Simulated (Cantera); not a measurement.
A closed system holds: 1 mol CH3Cl, at 2350 K and 23.3 Torr.

Equilibrium computed with Cantera from the NASA thermochemical tables; the gas is ideal and each condensed phase is pure. Candidate condensed phases: C, C6H6, C7H8, C8H18; 91 gas species. Rates play no part.

Base state: H2 0.469, HCl 0.446, H 0.0485, Cl 0.0331, C2H2 (acetylene) 0.00259, C2HCl 2.18e-5, C2H 1.37e-5 (mole fractions); condensed: C(graphite).

**Question.** What changes in the equilibrium state with this change: pressure from 23.3 Torr to 100 Torr?

**Answer.** 
```
species            before    after
----------------  -------  -------
H2                  0.469    0.484
HCl                 0.446    0.473
H                  0.0485   0.0238
Cl                 0.0331   0.0167
C2H               1.37e-5  6.70e-6
C2HCl             2.18e-5  2.31e-5
C2H2 (acetylene)  0.00259  0.00267
C(graphite), mol    0.989    0.989
```
